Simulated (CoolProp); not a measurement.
Vapour-liquid equilibrium of n-hexane (1) + toluene (2) at 0.113 MPa; x and y are mole fractions of (1).

Values from CoolProp's multi-fluid Helmholtz-energy mixture model, Thol 2019 and Lemmon 2006; pair parameters Bell 2016.

```
x     bubble temperature, mixture model (K)  bubble temperature, Raoult's law (K)  y, mixture model  y, Raoult's law
----  -------------------------------------  ------------------------------------  ----------------  ---------------
0.05                                  382.2                                 384.0             0.179            0.143
0.2                                   370.6                                 374.5             0.495            0.452
0.35                                  363.1                                 366.9             0.662            0.648
0.5                                   357.7                                 360.6             0.769            0.779
0.65                                  353.4                                 355.2             0.850            0.871
0.8                                   349.7                                 350.6             0.918            0.937
0.95                                  346.4                                 346.6             0.980            0.986
```

The largest gap from Raoult's law is -3.9 K in bubble temperature, at x = 0.2. No azeotrope shows between x = 0.05 and 0.95.

The pair parameters rest on a limited set of measurements; away from them the model extrapolates.
